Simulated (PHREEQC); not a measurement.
Dissolve 3.7 mmol/kgw Cu(NO3)2 and 19 mmol/kgw FeCl3 at 25 °C. Closed to the air; pH follows from the charge balance.

Equilibrium calculation in PHREEQC: ion-association model, phreeqc.dat.

Each row changes one thing in this solution. Precipitation was switched off in this run.

```json
[
 {"case": "as made", "pH": "2.17", "ionic strength (mol/kgw)": "0.105", "Cl- (mol/kgw)": "0.0522", "Fe+3 (mol/kgw)": "0.00692", "FeCl+2 (mol/kgw)": "0.00391", "Cu+2 (mol/kgw)": "0.00350", "SI of Goethite (FeOOH)": "+4.60", "SI of Hematite (Fe2O3)": "+11.21"},
 {"case": "0.0023 mol/kgw Mg(NO3)2 added", "pH": "2.17", "ionic strength (mol/kgw)": "0.112", "Cl- (mol/kgw)": "0.0523", "Fe+3 (mol/kgw)": "0.00693", "FeCl+2 (mol/kgw)": "0.00387", "Cu+2 (mol/kgw)": "0.00351", "SI of Goethite (FeOOH)": "+4.59", "SI of Hematite (Fe2O3)": "+11.18"},
 {"case": "FeCl3 from 0.019 to 0.0019 mol/kgw", "pH": "2.84", "ionic strength (mol/kgw)": "0.0197", "Cl- (mol/kgw)": "0.00563", "Fe+3 (mol/kgw)": "…", "FeCl+2 (mol/kgw)": "3.58e-5", "Cu+2 (mol/kgw)": "0.00367", "SI of Goethite (FeOOH)": "+5.66", "SI of Hematite (Fe2O3)": "+13.34"},
 {"case": "temperature from 25 to 60 °C", "pH": "2.02", "ionic strength (mol/kgw)": "…", "Cl- (mol/kgw)": "0.0515", "Fe+3 (mol/kgw)": "0.00313", "FeCl+2 (mol/kgw)": "0.00451", "Cu+2 (mol/kgw)": "0.00296", "SI of Goethite (FeOOH)": "+4.89", "SI of Hematite (Fe2O3)": "+11.93"},
 {"case": "0.027 mol/kgw Li2SO4 added", "pH": "2.65", "ionic strength (mol/kgw)": "0.112", "Cl- (mol/kgw)": "0.0559", "Fe+3 (mol/kgw)": "0.00136", "FeCl+2 (mol/kgw)": "0.000810", "Cu+2 (mol/kgw)": "0.00275", "SI of Goethite (FeOOH)": "+5.30", "SI of Hematite (Fe2O3)": "+12.60"}
]
```

Task: What belongs in the gaps?

Result: 
- FeCl3 from 0.019 to 0.0019 mol/kgw, Fe+3 (mol/kgw): 0.000404
- temperature from 25 to 60 °C, ionic strength (mol/kgw): 0.0963

Some of these states are supersaturated (in Hematite (slow to form), Goethite (slow to form), for instance). At this temperature some constants are extrapolated from 25 °C, and those without enthalpy data are left unchanged.
